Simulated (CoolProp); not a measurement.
The numbers come from the reference Helmholtz-energy equation of state, de Reuck 1993 in CoolProp.

Problem. For methanol, give the phase and the cp (kJ/(kg K)), cv (kJ/(kg K)), conductivity (mW/(m K)) at 346.85 °C and 38.5 MPa.

Solution. 
- 346.85 °C and 38.5 MPa: supercritical; cp 5.24, cv 3.29, conductivity 163

Thermal conductivity comes from a separate model (Sykioti 2013).
